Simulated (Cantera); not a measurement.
SiCl₄ + Cl₂ + H₂ (chlorosilane synthesis and conversion)

Feed: 1 mol SiCl₄, 0.83 mol Cl₂, 17 mol H₂, held at 23.0 bar.

Cantera equilibrium calculation (NASA polynomials, part measured and part estimated; ideal gas, pure solids and liquids). Candidate condensed phases: Si; 19 gas species. The tables' values for SiCl₃ are old estimates; treat these amounts as uncertain. The numbers say what is thermodynamically allowed, not how fast it happens.

```json
[
 {"T (°C)": "652", "x H₂": "0.857", "x HCl": "0.0899", "x SiCl₄": "0.0513", "x SiHCl₃": "0.00178", "x SiCl₃": "2.45e-6", "x SiCl₂": "4.65e-9", "x SiH₂Cl₂": "6.04e-6"},
 {"T (°C)": "727", "x H₂": "0.855", "x HCl": "0.0915", "x SiCl₄": "0.0498", "x SiHCl₃": "0.00328", "x SiCl₃": "1.29e-5", "x SiCl₂": "8.05e-8", "x SiH₂Cl₂": "2.33e-5"},
 {"T (°C)": "802", "x H₂": "0.853", "x HCl": "0.0937", "x SiCl₄": "0.0476", "x SiHCl₃": "0.00538", "x SiCl₃": "5.18e-5", "x SiCl₂": "8.92e-7", "x SiH₂Cl₂": "7.12e-5"},
 {"T (°C)": "877", "x H₂": "0.850", "x HCl": "0.0967", "x SiCl₄": "0.0448", "x SiHCl₃": "0.00799", "x SiCl₃": "0.000168", "x SiCl₂": "6.86e-6", "x SiH₂Cl₂": "0.000179"},
 {"T (°C)": "952", "x H₂": "0.847", "x HCl": "0.100", "x SiCl₄": "0.0413", "x SiHCl₃": "0.0109", "x SiCl₃": "0.000451", "x SiCl₂": "3.90e-5", "x SiH₂Cl₂": "0.000383"},
 {"T (°C)": "1027", "x H₂": "0.842", "x HCl": "0.105", "x SiCl₄": "0.0374", "x SiHCl₃": "0.0137", "x SiCl₃": "0.00104", "x SiCl₂": "0.000171", "x SiH₂Cl₂": "0.000710"},
 {"T (°C)": "1102", "x H₂": "0.837", "x HCl": "0.110", "x SiCl₄": "0.0331", "x SiHCl₃": "0.0161", "x SiCl₃": "0.00208", "x SiCl₂": "0.000602", "x SiH₂Cl₂": "0.00116"},
 {"T (°C)": "1177", "x H₂": "0.831", "x HCl": "0.116", "x SiCl₄": "0.0283", "x SiHCl₃": "0.0175", "x SiCl₃": "0.00366", "x SiCl₂": "0.00172", "x SiH₂Cl₂": "0.00167"}
]
```
x: gas mole fraction; nothing condenses.

From 652 °C to 1177 °C nothing is condensed. The main Si-bearing gas is SiCl₄ throughout.
